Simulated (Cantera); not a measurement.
**Pyrogenic steam for wet oxidation**

An isothermal, constant-pressure homogeneous reactor starts with 12.4 % H2, 39.8 % O2, 47.8 % N2, equivalence ratio 0.15, at 898 K and 0.190 bar.

Cantera simulation using GRI-Mech 3.0 (53 species, 325 reactions); the numbers are that mechanism's predictions, not measurements. Below about 950 K walls govern HO2 and H2O2 in real vessels. The temperature is held fixed by assumption; the heat of reaction is taken as removed at once.

```
t (s)         x H2   x O2      x NO    x NO2     x N2O      x OH       x H
--------  --------  -----  --------  -------  --------  --------  --------
0.000100     0.124  0.398    <1e-12   <1e-12    <1e-12  4.16e-12  3.87e-11
0.000359     0.124  0.398    <1e-12   <1e-12    <1e-12  1.76e-10   1.53e-9
0.00129      0.122  0.398  3.09e-11   <1e-12  1.52e-11   7.67e-5  0.000456
0.00464     0.0158  0.364   4.34e-8  2.28e-9   2.14e-9   4.17e-5   3.05e-5
0.0167      0.0115  0.362   2.64e-8  1.95e-8   2.50e-9   2.42e-6   1.33e-6
0.0599      0.0100  0.362   1.60e-8  2.98e-8   2.67e-9   8.73e-7   4.37e-7
0.215      0.00750  0.361   1.20e-8  3.39e-8   3.01e-9   6.27e-7   2.34e-7
0.774      0.00346  0.360   8.26e-9  3.77e-8   3.80e-9   4.72e-7   8.23e-8
2.78      0.000562  0.359   4.64e-9  4.14e-8   5.09e-9   2.78e-7   7.88e-9
10.0       4.37e-5  0.359   1.72e-9  4.44e-8   5.74e-9   7.72e-8  1.64e-10
```
x: mole fraction; the columns are a selection and need not sum to one.

Equilibrium at this temperature and pressure: H2 1.51e-12, O2 0.359, NO 9.49e-6, NO2 6.40e-7, N2O 3.08e-10, OH 2.49e-8, H <1e-12 (gas phase only).
